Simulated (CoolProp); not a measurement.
Vapour-liquid equilibrium of carbon dioxide (1) + R142b (2) at -46.65 °C; x and y are mole fractions of (1).

Model: multi-fluid Helmholtz-energy mixture model, Span 1996 and Lemmon 2006; pair parameters Bell 2016, in CoolProp.

```
x     bubble pressure, mixture model (bar)  bubble pressure, Raoult's law (bar)  y, mixture model  y, Raoult's law
----  ------------------------------------  -----------------------------------  ----------------  ---------------
0.05                                0.4801                               0.5459             0.671            0.715
0.2                                  1.617                                1.691             0.915            0.922
0.35                                 2.873                                2.837             0.960            0.962
0.5                                  4.084                                3.982             0.977            0.979
0.65                                 5.195                                5.128             0.986            0.989
0.8                                  6.257                                6.273             0.992            0.995
0.95                                 7.386                                7.419             0.998            0.999
```

The largest gap from Raoult's law is -12.1 % in bubble pressure, at x = 0.05. No azeotrope shows between x = 0.05 and 0.95.

Pair parameters are fitted to limited data, so mixtures are less certain than the pure fluids. The gap from Raoult's law changes sign with composition, which may be real or a fault of the pair parameters; it wasn't checked against measurements.
